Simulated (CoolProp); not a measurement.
Computed with CoolProp (reference Helmholtz-energy equation of state, Thol 2019).

Problem. For dodecamethylpentasiloxane (MD3M), give the phase and the Z, cp (kJ/(kg K)), expansivity (1/kK) at 446.4 K and 11.2 bar.

Solution. 
- 446.4 K and 11.2 bar: liquid; Z 0.160, cp 2.03, expansivity 1.46
